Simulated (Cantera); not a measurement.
Charge: 1 mol SiF4, 2.6 mol O2, 14 mol N2, equilibrated at 1475 K and 0.233 Torr.

These are equilibrium values from Cantera (NASA tables, ideal gas, pure condensed phases), not measurements of a reactor. Candidate condensed phases: Si, SiO2, Si2N2O, Si3N4; 28 gas species. Rates play no part.

Base state: N2 0.795, O2 0.147, SiF4 0.0568, NO 0.000909, O 6.26e-5 (mole fractions); condensed: gas only.

Question: What changes in the equilibrium state with this change: 0.023 mol Cl2 added?

Answer: 
```json
[
 {"species": "N2", "before": "0.795", "after": "0.793"},
 {"species": "O2", "before": "0.147", "after": "0.147"},
 {"species": "SiF4", "before": "0.0568", "after": "0.0567"},
 {"species": "Cl", "before": "0", "after": "0.00260"},
 {"species": "NO", "before": "0.000909", "after": "0.000906"},
 {"species": "O", "before": "6.26e-5", "after": "6.25e-5"}
]
```
